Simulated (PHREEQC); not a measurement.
PHREEQC input (ion-association model, wateq4f.dat):

```
SOLUTION_MASTER_SPECIES
  An  An-  0  An  62.0  # stands for a non-complexing anion
SOLUTION_SPECIES
  An- = An-
    -log_k 0
    -gamma 3.0 0
PHASES
  Fix_H+
    H+ = H+
    -log_k 0
SOLUTION 1
  temp 25
  units mmol/kgw
  pH 7 charge
  Cl 0.022
  Mn(2) 0.011
  Na 50
  An 50
END
SELECTED_OUTPUT 1
  -reset false
  -pH true
  -pe true
  -ionic_strength true
  -water true
  -totals Cl Mn Na Mn(2) Mn(3) Mn(6) Mn(7)
  -molalities Hfo_wOH Hfo_wOH2+ Hfo_wO- Hfo_sOH Hfo_sOH2+ Hfo_sO- Hfo_sOMn+ Hfo_wOMn+
  -saturation_indices Pyrochroite Halite
USER_PUNCH 1
  -headings sigma psi
  10 PUNCH EDL("sigma", "Hfo"), EDL("psi", "Hfo")
PRINT
  -reset false
USE solution 1
SURFACE 1
  Hfo_wOH 0.000247191 600 0.11
  Hfo_sOH 6.17978e-06
EQUILIBRIUM_PHASES 1
  Fix_H+ -4 HAn 10
    -force_equality true
END
# ... the last block is repeated for the other 12 points of pH, with NaOH or the acid as the point needs
```

Selected output (columns that matter, 13 of 13 rows; pH added in front):

```
pH	mu	Mn	Na	m_Hfo_wOH	m_Hfo_wOH2+	m_Hfo_wO-	m_Hfo_sOH	m_Hfo_sOH2+	m_Hfo_sO-	m_Hfo_sOMn+	si_Pyrochroite	si_Halite	sigma	psi
4	0.050251	1.1e-05	0.05	5.0503e-05	0.00019639	2.9751e-07	1.2626e-06	4.9097e-06	7.4378e-09	5.3119e-11	-12.477	-7.7153	0.29386	0.15973
4.67	0.050133	1.0999e-05	0.05	9.8417e-05	0.00014727	1.5067e-06	2.4601e-06	3.6812e-06	3.7663e-08	8.7176e-10	-11.137	-7.7152	0.21843	0.14463
5.33	0.050088	1.0987e-05	0.05	0.00014077	0.00010197	4.4523e-06	3.5122e-06	2.544e-06	1.1108e-07	1.2576e-08	-9.8174	-7.7151	0.14614	0.12423
6	0.050064	1.0816e-05	0.05	0.00016894	6.8738e-05	9.5114e-06	4.102e-06	1.6691e-06	2.3095e-07	1.7773e-07	-8.4842	-7.7151	0.088962	0.099413
6.67	0.050045	9.2163e-06	0.05	0.00018335	4.7574e-05	1.6188e-05	3.3174e-06	8.6077e-07	2.929e-07	1.7087e-06	-7.2137	-7.715	0.049325	0.071337
7.33	0.050025	5.5283e-06	0.05	0.00018849	3.429e-05	2.3736e-05	1.0595e-06	1.9274e-07	1.3342e-07	4.7942e-06	-6.1157	-7.715	0.023516	0.041416
8	0.050023	1.7248e-06	0.050017	0.00018688	2.5433e-05	3.1456e-05	2.5343e-07	3.4491e-08	4.2659e-08	5.8492e-06	-5.2821	-7.7149	0.0047427	0.0092374
8.67	0.050032	1.4707e-07	0.050036	0.0001834	1.9633e-05	3.9248e-05	1.7657e-07	1.8901e-08	3.7785e-08	5.9465e-06	-5.0137	-7.7147	-0.012838	-0.024229
9.33	0.05006	9.9372e-09	0.050072	0.00017795	1.4637e-05	4.9564e-05	1.6703e-07	1.3738e-08	4.652e-08	5.9525e-06	-4.8747	-7.7144	-0.035044	-0.056502
10	0.050168	7.9171e-10	0.050192	0.0001657	9.3776e-06	6.7071e-05	1.5526e-07	8.787e-09	6.2847e-08	5.9529e-06	-4.6806	-7.7135	-0.068347	-0.086532
10.67	0.050639	1.0537e-10	0.050679	0.00014142	4.7754e-06	9.5946e-05	1.325e-07	4.4741e-09	8.9893e-08	5.9529e-06	-4.3875	-7.71	-0.11734	-0.1129
11.33	0.052729	3.4927e-11	0.052792	0.00010253	1.7468e-06	0.00013787	9.6059e-08	1.6365e-09	1.2917e-07	5.9529e-06	-3.9508	-7.6949	-0.18312	-0.13437
12	0.062662	5.1376e-11	0.062752	5.1705e-05	3.2214e-07	0.00019012	4.8443e-08	3.0182e-10	1.7812e-07	5.9529e-06	-3.2169	-7.6315	-0.26166	-0.14816
```

Species that the database lacks are ignored.
